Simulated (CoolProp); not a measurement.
Vapour pressure (MPa) of CHF3 (R23): the reference equation beside estimates from Tc = 26.1 °C, pc = 4.832 MPa, ω = 0.263. Clausius-Clapeyron is anchored at -99.75 °C with a constant enthalpy of vaporisation of 17.73 kJ/mol.

Model: reference Helmholtz-energy equation of state, Penoncello 2003, in CoolProp.

```json
[
 {"T (°C)": "-137.95", "reference": "0.0007855", "Lee-Kesler": "0.0006939", "Clausius-Clapeyron": "0.0009957", "van der Waals": "___", "Redlich-Kwong": "0.002374", "Soave-Redlich-Kwong": "0.0007181", "Peng-Robinson": "0.0008105"},
 {"T (°C)": "-130.35", "reference": "___", "Lee-Kesler": "0.001778", "Clausius-Clapeyron": "0.002305", "van der Waals": "0.09710", "Redlich-Kwong": "0.005563", "Soave-Redlich-Kwong": "0.001834", "Peng-Robinson": "0.002019"},
 {"T (°C)": "-122.65", "reference": "0.004526", "Lee-Kesler": "___", "Clausius-Clapeyron": "0.004949", "van der Waals": "0.1395", "Redlich-Kwong": "0.01180", "Soave-Redlich-Kwong": "0.004246", "Peng-Robinson": "0.004577"},
 {"T (°C)": "-115.05", "reference": "0.009340", "Lee-Kesler": "0.008670", "Clausius-Clapeyron": "0.009779", "van der Waals": "0.1930", "Redlich-Kwong": "0.02265", "Soave-Redlich-Kwong": "0.008864", "Peng-Robinson": "0.009388"},
 {"T (°C)": "-107.45", "reference": "0.01784", "Lee-Kesler": "0.01682", "Clausius-Clapeyron": "0.01815", "van der Waals": "0.2596", "Redlich-Kwong": "0.04033", "Soave-Redlich-Kwong": "0.01711", "Peng-Robinson": "0.01786"},
 {"T (°C)": "-99.75", "reference": "0.03215", "Lee-Kesler": "0.03074", "Clausius-Clapeyron": "0.03215", "van der Waals": "0.3419", "Redlich-Kwong": "0.06785", "Soave-Redlich-Kwong": "0.03112", "Peng-Robinson": "___"},
 {"T (°C)": "-92.15", "reference": "0.05429", "Lee-Kesler": "0.05258", "Clausius-Clapeyron": "0.05387", "van der Waals": "0.4392", "Redlich-Kwong": "0.1074", "Soave-Redlich-Kwong": "0.05299", "Peng-Robinson": "0.05410"},
 {"T (°C)": "-84.55", "reference": "0.08733", "Lee-Kesler": "0.08550", "Clausius-Clapeyron": "___", "van der Waals": "0.5539", "Redlich-Kwong": "0.1626", "Soave-Redlich-Kwong": "___", "Peng-Robinson": "0.08694"},
 {"T (°C)": "-76.85", "reference": "0.1354", "Lee-Kesler": "0.1338", "Clausius-Clapeyron": "0.1350", "van der Waals": "0.6890", "Redlich-Kwong": "0.2378", "Soave-Redlich-Kwong": "0.1340", "Peng-Robinson": "0.1347"},
 {"T (°C)": "-69.25", "reference": "0.2011", "Lee-Kesler": "0.2002", "Clausius-Clapeyron": "0.2023", "van der Waals": "0.8422", "Redlich-Kwong": "0.3346", "Soave-Redlich-Kwong": "0.2002", "Peng-Robinson": "0.2002"}
]
```

**Question.** Fill in the missing entries.

**Answer.** 
- -137.95, van der Waals: 0.06530
- -130.35, reference: 0.001980
- -122.65, Lee-Kesler: 0.004134
- -99.75, Peng-Robinson: 0.03209
- -84.55, Clausius-Clapeyron: 0.08661
- -84.55, Soave-Redlich-Kwong: 0.08587

Absolute difference from the reference over all 10 rows, mean and median: Lee-Kesler 5.5 and 5.1 %, Clausius-Clapeyron 6.1 and 1.3 %, van der Waals 2225.5 and 1159.3 %, Redlich-Kwong 125.0 and 118.6 %, Soave-Redlich-Kwong 4.0 and 3.6 %, Peng-Robinson 0.9 and 0.5 %.
